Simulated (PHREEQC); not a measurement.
# Brine: an equilibrium model

Consider water at 20 °C with 0.099 mol CaCl2, 0.00011 mol Na2B4O7 and 0.0027 mol KBr per kg of water. Closed to the air; pH follows from the charge balance.

Computed with PHREEQC (ion-association model, wateq4f.dat).

This is a speciation only: nothing precipitates in the calculation.

Problem. Predict the pH.

Solution. pH 8.99.

Problem. In which forms is B present?

Solution. H3BO3 54 %, H2BO3- 46 % of the B.
